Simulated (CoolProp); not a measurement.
Properties of ethanol along the isotherm 437.4 K (Tc = 514.7 K, pc = 6.268 MPa, ω = 0.644).

Computed with CoolProp (reference Helmholtz-energy equation of state, Schroeder 2014).

```csv
p (MPa),phase,cv (kJ/(kg K)),viscosity (µPa s),conductivity (mW/(m K))
0.209,gas,1.754,13.0,30.6
0.418,gas,1.805,13.0,31.1
0.627,gas,1.858,13.0,31.6
0.836,gas,1.915,13.0,32.2
1.04,gas,1.974,13.0,32.8
1.25,gas,2.040,13.0,33.6
1.46,liquid,2.951,143,140
1.67,liquid,2.949,143,141
1.88,liquid,2.947,144,141
2.09,liquid,2.945,144,141
2.3,liquid,2.944,145,141
2.51,liquid,2.942,146,141
2.72,liquid,2.940,146,141
2.93,liquid,2.938,147,141
3.13,liquid,2.937,147,142
```

Viscosity comes from a separate model (Kiselev 2005). Thermal conductivity comes from a separate model (Assael 2013).
